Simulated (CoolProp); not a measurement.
A closed Brayton cycle with carbon dioxide: compressor inlet 314.15 K and 8.5 MPa, high pressure 28.7 MPa, turbine inlet 725 K, compressor efficiency 0.89, turbine efficiency 0.85, recuperator effectiveness 0.8 (on enthalpy, no pinch check). Each further row changes one setting.

Model: reference Helmholtz-energy equation of state, Span 1996, in CoolProp.

| case | thermal efficiency (%) | net work (kJ/kg) | compressor to turbine work | compressor exit (K) | turbine exit (K) |
|---|---|---|---|---|---|
| as stated | 27.9 | 78.5 | 0.38 | 393.0 | 597.2 |
| turbine inlet 675 K | 25.9 | 67.4 | 0.42 | 393.0 | 551.6 |
| compressor inlet 324.15 K | 25.8 | 65.8 | 0.48 | 422.1 | 597.2 |
| high pressure 24.4 MPa | 26.9 | 71.9 | 0.36 | 382.3 | 613.9 |
| recuperator effectiveness 0.5 | 22.3 | 78.5 | 0.38 | 393.0 | 597.2 |
